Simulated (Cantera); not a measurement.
What does this Cantera script print?

```python
import numpy as np
import cantera as ct

gas_names = [...]  # 136 gases of nasa_gas.yaml made of C, H, N, O
cond_names = """
    C(gr) C6H6(L) C7H8(L) C8H18(L),n-octa H2O(s) H2O(L)
""".split()


# ... load() reads the species with a 1 bar reference pressure and builds the phases ...
atoms = {
    'C2H4': {'C': 2, 'H': 4},
    'CO2': {'C': 1, 'O': 2},
    'N2': {'N': 2},
}
top_T = {'C(gr)': 4500}  # K; cautious upper limits of use, not melting points


# ... equilibrate(T, P, feed) seeds the gas with the atoms and calls Mixture.equilibrate('TP', solver="vcs", rtol=1e-11, max_steps=5000) ...
results = []
feed = {'C2H4': 1, 'CO2': 1.4, 'N2': 0.23}  # mol
T = 1550  # K
for P in [10, 100, 1000, 10000, 100000, 1000000, 10000000]:
    mix = equilibrate(T, P, feed)
    results.append((T, P, feed, dict(zip(mix.species_names, mix.species_moles))))

top = {s: max(r[3][s] / sum(r[3][g] for g in gas_names) for r in results) for s in gas_names}
cols = sorted((s for s in top if top[s] > 0.001), key=lambda s: -top[s])[:9]
seen = [c for c in cond_names if any(r[3].get(c, 0) > 1e-12 for r in results)]
print("log10 of partial pressures in bar; condensed amounts in mol")
print(f"{'P/Pa':>10s}" + "".join(f"{s[:9]:>10s}" for s in cols + seen))
for T, P, feed, n in results:
    ng = sum(n[g] for g in gas_names)
    print(f"{P:10.4g}" + "".join(f"{np.log10(max(n[s] / ng * P / 1e5, 1e-99)):10.3f}" for s in cols)
          + "".join(f"{n.get(c, 0):10.4g}" for c in seen))
```

Output:

```
log10 of partial pressures in bar; condensed amounts in mol
      P/Pa        CO        H2        N2       CH4       H2O       CO2         H     C(gr)
        10    -4.255    -4.402    -5.341   -11.496   -11.574   -11.873    -6.703    0.5989
       100    -3.255    -3.401    -4.341    -9.494    -9.572    -9.872    -6.202    0.5989
      1000    -2.254    -2.401    -3.341    -7.493    -7.572    -7.872    -5.702    0.5989
     1e+04    -1.254    -1.401    -2.341    -5.493    -5.572    -5.872    -5.202    0.5989
     1e+05    -0.255    -0.401    -1.341    -3.495    -3.573    -3.872    -4.702    0.5993
     1e+06     0.745     0.593    -0.338    -1.507    -1.579    -1.874    -4.205    0.6031
     1e+07     1.734     1.543     0.684     0.393     0.360     0.105    -3.730    0.6503
```

These are equilibrium values from Cantera (NASA tables, ideal gas, pure condensed phases), not measurements of a reactor. The ideal-gas law is rough above about 30 bar.
